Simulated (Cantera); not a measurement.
What does this Cantera script print?

```python
import numpy as np
import cantera as ct

gas_names = [...]  # 113 gases of nasa_gas.yaml made of C, F, H, Si
cond_names = """
    C(gr) C6H6(L) C7H8(L) C8H18(L),n-octa Si(cr) Si(L) SiC(b)
""".split()


# ... load() reads the species with a 1 bar reference pressure and builds the phases ...
atoms = {
    'CH3F': {'C': 1, 'H': 3, 'F': 1},
    'Si': {'Si': 1},
    'H2': {'H': 2},
}
top_T = {'C(gr)': 4500, 'SiC(b)': 3050}  # K; cautious upper limits of use, not melting points


# ... equilibrate(T, P, feed) seeds the gas with the atoms and calls Mixture.equilibrate('TP', solver="vcs", rtol=1e-11, max_steps=5000) ...
results = []
feed = {'CH3F': 1, 'Si': 0.25, 'H2': 5.5}  # mol
T = 1673  # K
P = 44000  # Pa
mix = equilibrate(T, P, feed)
results.append((T, P, feed, dict(zip(mix.species_names, mix.species_moles))))
x = sorted(zip(gas.X, gas.species_names), reverse=True)
print(f"T = {T:g} K  P = {P:g} Pa  gas = {mix.phase_moles(0):.4g} mol")
print("   x: " + "  ".join(f"{s} {v:.3e}" for v, s in x if v > 0.001))
print("   condensed (mol): " + ("  ".join(f"{mix.phase(i).name} {mix.phase_moles(i):.4g}"
      for i in range(1, mix.n_phases) if mix.phase_moles(i) > 1e-12) or "none"))
```

Result:

```
T = 1673 K  P = 44000 Pa  gas = 7.283 mol
   x: H2 9.514e-01  SiF4 2.397e-02  HF 1.476e-02  SiF3 6.070e-03  SiHF3 2.306e-03
   condensed (mol): C(gr) 0.9868  SiC(b) 0.008838
```

Cantera equilibrium calculation (NASA polynomials, part measured and part estimated; ideal gas, pure solids and liquids). The tables' values for SiF3, SiF2 are old estimates; treat these amounts as uncertain.
